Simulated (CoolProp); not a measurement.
Vapour-liquid equilibrium of R134a (1) + R142b (2) at 0.0134 bar; x and y are mole fractions of (1).

Model: multi-fluid Helmholtz-energy mixture model, Tillner-Roth 1994 and Lemmon 2006; pair parameters Bell 2016, in CoolProp.

| x | bubble temperature (K) | y at the bubble point | dew temperature at overall composition x (K) | liquid density (mol/L) |
|---|---|---|---|---|
| 0.05 | 190.0 | 0.140 | 190.8 | 13.51 |
| 0.125 | 188.6 | [?] | 190.2 | 13.65 |
| 0.2 | 187.4 | 0.423 | 189.5 | 13.78 |
| 0.275 | 186.4 | 0.517 | 188.8 | 13.92 |
| 0.35 | 185.6 | 0.593 | 188.1 | 14.05 |
| 0.425 | 184.9 | 0.656 | 187.4 | 14.18 |
| 0.5 | 184.3 | 0.710 | [?] | 14.32 |
| 0.575 | 183.8 | 0.757 | 185.8 | 14.45 |
| 0.65 | 183.3 | 0.800 | 185.0 | 14.59 |
| 0.725 | 182.9 | 0.841 | 184.1 | [?] |
| 0.8 | 182.6 | 0.882 | 183.3 | 14.88 |
| 0.875 | 182.3 | 0.923 | 182.6 | 15.03 |
| 0.95 | 182.0 | 0.968 | 182.1 | 15.18 |

**Question.** Some entries are withheld; supply them.

**Answer.** 
- 0.125, y at the bubble point: 0.301
- 0.5, dew temperature at overall composition x (K): 186.6
- 0.725, liquid density (mol/L): 14.73

No azeotrope shows between x = 0.05 and 0.95.

The pair parameters rest on a limited set of measurements; away from them the model extrapolates.
